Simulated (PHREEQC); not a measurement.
Ca(OH)2 is added in steps, without added water, to 1 kg of water holding 0.018 mol Zn(NO3)2, at 20 °C. O2 is buffered at 0.21 atm. No CO2 enters from the air. Solids allowed: Portlandite, Zincite(c). Others were left out.

Base run: PHREEQC, ion-association model, wateq4f.dat. Each further column changes one thing. The table gives pH.

| Ca(OH)2 added (mol) | base | Davies equation for every ion | all activity coefficients set to 1 | metal-ligand complexes left out | Debye-Hückel limiting law |
|---|---|---|---|---|---|
| 0 | 5.59 | 5.61 | 5.43 | 5.59 | 5.67 |
| 0.0039 | 6.79 | 6.81 | 6.63 | 6.79 | 6.87 |
| 0.00715 | 6.85 | 6.86 | 6.69 | 6.85 | 6.92 |
| 0.01105 | 6.95 | 6.96 | 6.79 | 6.95 | 7.02 |
| 0.01495 | 7.13 | 7.14 | 6.97 | 7.13 | 7.20 |
| 0.01885 | 11.22 | 11.23 | 11.24 | 11.22 | 11.22 |
| 0.0221 | 11.90 | 11.90 | 11.91 | 11.90 | 11.89 |
| 0.026 | 12.18 | 12.19 | 12.19 | 12.18 | 12.17 |
